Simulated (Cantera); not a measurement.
**Low-pressure radical oxidation in H2/O2**

An isothermal, constant-pressure homogeneous reactor starts with 1.77 % H₂, 98.2 % O₂, equivalence ratio 0.0090, at 1373 K and 0.0132 atm.

Model: the H2/O2 subset of GRI-Mech 3.0, which has no nitrogen chemistry, integrated in Cantera. Radical loss at walls, strong at low pressure, is not modelled.

| t (s) | x H₂ | x O₂ | x O | x HO₂ | x H₂O₂ | x H₂O |
|---|---|---|---|---|---|---|
| 0.000300 | 0.0177 | 0.982 | 1.56e-7 | 8.32e-8 | 6.38e-11 | 1.03e-7 |
| 0.00120 | 0.0177 | 0.982 | 1.76e-5 | 3.45e-7 | 8.62e-10 | 2.00e-5 |
| 0.00482 | 0.000150 | 0.966 | 0.0148 | 8.13e-7 | 2.19e-8 | 0.0159 |
| 0.0193 | 0.000113 | 0.967 | 0.0139 | 7.64e-7 | 1.99e-8 | 0.0161 |
| 0.0775 | 8.88e-5 | 0.970 | 0.0108 | 6.83e-7 | 1.87e-8 | 0.0164 |
| 0.311 | 4.13e-5 | 0.977 | 0.00490 | 4.61e-7 | 1.45e-8 | 0.0170 |
| 1.24 | 7.78e-6 | 0.981 | 0.000901 | 1.66e-7 | 6.73e-9 | 0.0175 |
| 4.99 | 8.44e-7 | 0.982 | 9.68e-5 | 3.74e-8 | 1.66e-9 | 0.0177 |
| 20.0 | 1.09e-7 | 0.982 | 1.24e-5 | 2.54e-8 | 3.47e-10 | 0.0178 |
x: mole fraction; the columns are a selection and need not sum to one.

Equilibrium at this temperature and pressure: H₂ 4.64e-8, O₂ 0.982, O 5.32e-6, HO₂ 3.29e-8, H₂O₂ 1.90e-10, H₂O 0.0178 (gas phase only).
